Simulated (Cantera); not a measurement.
A closed system holds: 1 mol C2H5OH, 43 mol H2, 5.4 mol N2, 0.035 mol O2, at 1.00 bar.

Method: chemical equilibrium by Gibbs-energy minimisation in Cantera with the NASA 1993 tables (ideal gas, pure condensed phases). Candidate condensed phases: C, C6H6, C7H8, C8H18, H2O; 169 gas species. Ions and electrons are included (thermal ionisation). Equilibrium is a limit: real reactors are often held back by kinetics, nucleation or transport.

Problem. At 2727 °C, list the 4 most abundant gas species with their mole fractions, and the condensed phases.

Solution. H2 0.741, H 0.136, N2 0.0896, CO 0.0190. Condensed: gas only.
